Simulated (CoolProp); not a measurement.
The numbers come from the reference Helmholtz-energy equation of state, Zhou 2012 in CoolProp.

### Question
For p-xylene, give the phase and the Z, fugacity coefficient at 61.55 °C and 0.0721 MPa.

### Answer
- 61.55 °C and 0.0721 MPa: liquid; Z 0.00334, fugacity coefficient 0.101
